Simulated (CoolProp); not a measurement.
Vapour pressure (bar) of tetrahydrofuran: the reference equation beside estimates from Tc = 540.2 K, pc = 53.04 bar, ω = 0.234. Clausius-Clapeyron is anchored at 315.2 K with a constant enthalpy of vaporisation of 31.27 kJ/mol.

Computed with CoolProp (reference Helmholtz-energy equation of state, Fiedler 2023).

| T (K) | reference | Lee-Kesler | Clausius-Clapeyron | van der Waals | Redlich-Kwong | Soave-Redlich-Kwong | Peng-Robinson |
|---|---|---|---|---|---|---|---|
| 298.1 | 0.2159 | 0.2050 | 0.2199 | 2.793 | 0.4259 | 0.2083 | 0.2173 |
| 301.5 | 0.2501 | 0.2381 | 0.2535 | 2.996 | 0.4869 | 0.2417 | 0.2513 |
| 304.9 | 0.2887 | 0.2755 | 0.2913 | 3.208 | 0.5546 | 0.2793 | 0.2896 |
| 308.3 | 0.3320 | 0.3176 | 0.3338 | 3.431 | 0.6294 | 0.3217 | 0.3325 |
| 311.8 | 0.3819 | 0.3663 | 0.3828 | 3.671 | 0.7144 | 0.3706 | 0.3820 |
| 315.2 | 0.4360 | 0.4193 | 0.4360 | 3.915 | 0.8053 | 0.4237 | 0.4356 |
| 318.6 | 0.4961 | 0.4783 | 0.4952 | 4.170 | 0.9048 | 0.4828 | 0.4952 |
| 322 | 0.5627 | 0.5439 | 0.5609 | 4.436 | 1.013 | 0.5485 | 0.5612 |
| 325.4 | 0.6363 | 0.6165 | 0.6337 | 4.714 | 1.132 | 0.6211 | 0.6341 |
| 328.8 | 0.7174 | 0.6968 | 0.7142 | 5.003 | 1.261 | 0.7013 | 0.7144 |
| 332.3 | 0.8092 | 0.7879 | 0.8057 | 5.313 | 1.404 | 0.7924 | 0.8054 |
| 335.7 | 0.9071 | 0.8853 | 0.9035 | 5.626 | 1.556 | 0.8896 | 0.9024 |
| 339.1 | 1.014 | 0.9920 | 1.011 | 5.952 | 1.719 | 0.9960 | 1.009 |

Absolute difference from the reference over all 13 rows, mean and median: Lee-Kesler 3.6 and 3.6 %, Clausius-Clapeyron 0.6 and 0.4 %, van der Waals 778.9 and 740.6 %, Redlich-Kwong 82.8 and 82.4 %, Soave-Redlich-Kwong 2.7 and 2.7 %, Peng-Robinson 0.3 and 0.3 %.
